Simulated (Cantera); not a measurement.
**Hydrocarbon pyrolysis for carbon deposition**

A perfectly stirred reactor is fed with CH4 : N2 : H2O = 1 : 190 : 8 (molar parts), at 150 Pa; it is held at 1648 K, and followed from long to short residence time.

Cantera simulation using GRI-Mech 3.0 (53 species, 325 reactions); the numbers are that mechanism's predictions, not measurements. Radical loss at walls, strong at low pressure, is not modelled.

| τ (s) | x CH4 | x HCN | x CH2 | x H | x CH3 |
|---|---|---|---|---|---|
| 15 | 0.00227 | 1.13e-6 | 2.36e-7 | 1.22e-5 | 0.000107 |
| 2.1 | 0.00451 | 1.50e-8 | 1.38e-7 | 1.61e-6 | 0.000116 |
| 0.30 | 0.00500 | 2.02e-11 | 6.37e-9 | 1.62e-7 | 2.51e-5 |
| 0.042 | 0.00502 | <1e-12 | 1.76e-10 | 1.25e-7 | 3.41e-6 |
| 0.0059 | 0.00502 | <1e-12 | 4.65e-12 | 8.78e-8 | 3.98e-7 |
| 0.00083 | 0.00503 | <1e-12 | <1e-12 | 2.83e-8 | 4.14e-8 |
| 0.00012 | 0.00503 | <1e-12 | <1e-12 | 5.00e-9 | 5.32e-9 |
x: mole fraction; the columns are a selection and need not sum to one.
